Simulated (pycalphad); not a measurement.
Source of the numbers: pycalphad with the COST 507 light-alloy database (1999); pressure 1 atm. The data set is of 1999 and partly superseded. Amounts are mole fractions of atoms.

### Question
Give the equilibrium state of Si-83.11Cu (wt.%) at 950 K.

### Answer
```
T = 950.00 K, P = 101325 Pa, N = 1 mol of atoms
G = -42499 J/mol, H = 18990 J/mol, S = 64.73 J/(mol K)  (SER reference)
chemical potentials (J/mol): Si -28049, Cu -49144
phase             fraction      x(Si)      x(Cu)
CU19SI6_ETA         0.9013     0.2400     0.7600
DIAMOND_A4          0.0987     1.0000       none
```

Database names, with the compositions (at.%) that they take in these runs: CU19SI6_ETA: Cu 76 Si 24. DIAMOND_A4 is diamond (Si). An entry "none" or "no" means that the model of the phase leaves that element out.
